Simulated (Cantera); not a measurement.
An adiabatic, constant-volume homogeneous reactor starts with CH₄ : C₂H₆ : O₂ : N₂ = 1 : 0.076 : 5.04 : 18.9 (molar parts), equivalence ratio 0.45, at 1750 K and 7500 Torr. Integrator tolerance rtol = 1e-08.

Computed with Cantera and GRI-Mech 3.0 (53 species, 325 reactions).

```tsv
quantity	before	after
time of steepest temperature rise	8.93 µs	6.30 µs
temperature at 3.00 s	2741 K	2833 K
equilibrium temperature	2741 K	2833 K
x(CH₄) at 3.00 s	<1e-12 (gas-phase equilibrium <1e-12)	<1e-12 (gas-phase equilibrium <1e-12)
x(C₂H₆) at 3.00 s	<1e-12 (gas-phase equilibrium <1e-12)	<1e-12 (gas-phase equilibrium <1e-12)
x(O₂) at 3.00 s	0.0970 (gas-phase equilibrium 0.0970)	0.0833 (gas-phase equilibrium 0.0833)
x(NO) at 3.00 s	0.0223 (gas-phase equilibrium 0.0223)	0.0234 (gas-phase equilibrium 0.0234)
x(H₂O₂) at 3.00 s	1.14e-6 (gas-phase equilibrium 1.14e-6)	1.39e-6 (gas-phase equilibrium 1.39e-6)
```

Problem. Name the change that produced these shifts.
(A) C2H6 0.076 to 0.17 parts
(B) pressure from 7500 Torr to 11300 Torr
(C) O2 5.04 to 1.8 parts
(D) initial temperature 1750 to 1423 K

Solution. A, C2H6 0.076 to 0.17 parts
